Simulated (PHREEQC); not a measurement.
## Alkaline etch or developer: an equilibrium model

A solution holds 22 mmol/kgw NH3, 11 mmol/kgw Na2SiO3 and 66 mmol/kgw K3PO4, at 80 °C. Closed to the air; pH follows from the charge balance.

Equilibrium calculation in PHREEQC: ion-association model, phreeqc.dat.

Each row changes one thing in this solution. No solid was allowed to form.

```tsv
case	pH	ionic strength (mol/kgw)	H3SiO4- (mol/kgw)	H2SiO4-2 (mol/kgw)	H4SiO4 (mol/kgw)	NH4+ (mol/kgw)	SI of Quartz (SiO2)
as made	11.00	0.352	0.00864	0.00227	8.85e-5	2.72e-5	-0.72
Na2SiO3 from 0.011 to 0.0055 mol/kgw	?	0.337	0.00438	0.00107	4.84e-5	?	-0.98
K3PO4 left out	?	?	0.0101	0.000518	0.000405	?	-0.09
temperature from 80 to 5 °C	12.71	0.409	0.00907	0.00191	1.64e-5	6.12e-5	-0.44
temperature from 80 to 45 °C	11.65	0.379	0.00866	0.00230	4.33e-5	4.14e-5	-0.62
temperature from 80 to 35 °C	11.87	0.388	0.00874	0.00223	3.49e-5	4.67e-5	-0.58
```

Task: Complete the blanks.

Result: 
- Na2SiO3 from 0.011 to 0.0055 mol/kgw, pH: 10.97
- Na2SiO3 from 0.011 to 0.0055 mol/kgw, NH4+ (mol/kgw): 2.87e-5
- K3PO4 left out, pH: 10.55
- K3PO4 left out, ionic strength (mol/kgw): 0.0226
- K3PO4 left out, NH4+ (mol/kgw): 4.95e-5

Complexes and solids missing from the database can't appear. Away from 25 °C the constants follow the database's enthalpies or fits; those with neither stay at their 25 °C values.
